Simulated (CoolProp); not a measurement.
Vapour-liquid equilibrium of isobutene (1) + n-butane (2) at 297.9 K; x and y are mole fractions of (1).

The numbers come from the multi-fluid Helmholtz-energy mixture model, Lemmon 2005 and Bücker 2006; pair parameters Bell 2016 in CoolProp.

```tsv
x	bubble pressure, mixture model (MPa)	bubble pressure, Raoult's law (MPa)	y, mixture model	y, Raoult's law
0.05	0.2453	0.2445	0.064	0.062
0.2	…	0.2537	…	0.239
0.35	0.2660	0.2628	0.401	0.403
0.5	…	0.2720	0.550	0.556
0.65	0.2838	0.2812	…	0.700
0.8	0.2921	0.2904	…	0.834
0.95	0.3001	0.2996	…	0.960
```

Fill in the missing entries.


- 0.2, bubble pressure, mixture model (MPa): 0.2561
- 0.2, y, mixture model: 0.240
- 0.5, bubble pressure, mixture model (MPa): 0.2752
- 0.65, y, mixture model: 0.691
- 0.8, y, mixture model: 0.827
- 0.95, y, mixture model: 0.957

The largest gap from Raoult's law is +1.2 % in bubble pressure, at x = 0.35. No azeotrope shows between x = 0.05 and 0.95.

The pair parameters rest on a limited set of measurements; away from them the model extrapolates.
